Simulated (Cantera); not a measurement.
Cantera run:

```python
import numpy as np
import cantera as ct

gas_names = """
    HCL H2
""".split()
cond_names = """
    Ti(a) Ti(b) Ti(L) TiCL3(s)
""".split()


# ... load() reads the species with a 1 bar reference pressure and builds the phases ...
species = {s.name: s for s in load("nasa_gas.yaml", gas_names) + load("nasa_condensed.yaml", cond_names)}
# Each term lists the table entries of one substance; the one whose range holds T is used.
reactions = {
    '6 HCl(g) + 2 Ti = 2 TiCl3 + 3 H2(g)':
        [(-6, ['HCL']), (-2, ['Ti(a)', 'Ti(b)', 'Ti(L)']), (2, ['TiCL3(s)']), (3, ['H2'])],
}


def pick(names, T):
    return next(species[n] for n in names if species[n].thermo.min_temp <= T <= species[n].thermo.max_temp)


results = []
for label, terms in reactions.items():
    print(label)
    print("     T/K   dH/kJ  dS/(J/K)   dG/kJ   log10 K")
    for T in [300, 573, 623, 673, 723, 773, 823, 873, 923, 973]:
        used = [(nu, pick(names, T)) for nu, names in terms]
        dH = sum(nu * s.thermo.h(T) for nu, s in used) / 1e6
        dS = sum(nu * s.thermo.s(T) for nu, s in used) / 1e3
        dG = dH - T * dS / 1e3
        logK = -dG * 1e6 / (ct.gas_constant * T * np.log(10))
        results.append((label, T, dH, dS, dG, logK, [s.name for _, s in used]))
        print(f"{T:8g} {dH:8.1f} {dS:8.1f} {dG:8.1f} {logK:8.2f}")
```

Output:

```
6 HCl(g) + 2 Ti = 2 TiCl3 + 3 H2(g)
     T/K   dH/kJ  dS/(J/K)   dG/kJ   log10 K
     300   -889.6   -511.0   -736.3   128.19
     573   -873.8   -473.8   -602.4    54.91
     623   -870.9   -468.9   -578.8    48.53
     673   -868.1   -464.5   -555.5    43.11
     723   -865.3   -460.5   -532.3    38.46
     773   -862.5   -456.8   -509.4    34.42
     823   -859.8   -453.4   -486.6    30.89
     873   -857.1   -450.3   -464.1    27.77
     923   -854.5   -447.4   -441.6    24.99
     973   -852.0   -444.7   -419.3    22.51
```

Standard-state values (1 bar) from the NASA 1993 polynomials, evaluated with Cantera. Condensed species are held in their standard states even where they would react or evaporate.
